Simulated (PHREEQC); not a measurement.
**Alkaline etch or developer (model solution)**

Make-up at 25 °C: 7.7 mmol/kgw NH3, 0.48 mmol/kgw H3BO3 and 95 mmol/kgw K2CO3. Closed to the air; pH follows from the charge balance.

All values are PHREEQC results (ion-association model, phreeqc.dat), not measurements.

Precipitation was switched off in this run.

Task: Predict the pH, specific conductance.

Result: pH 11.33; specific conductance 18900 µS/cm.

Task: In which forms is N present?

Result: NH3 99 %, NH4+ 1.3 % of the N.
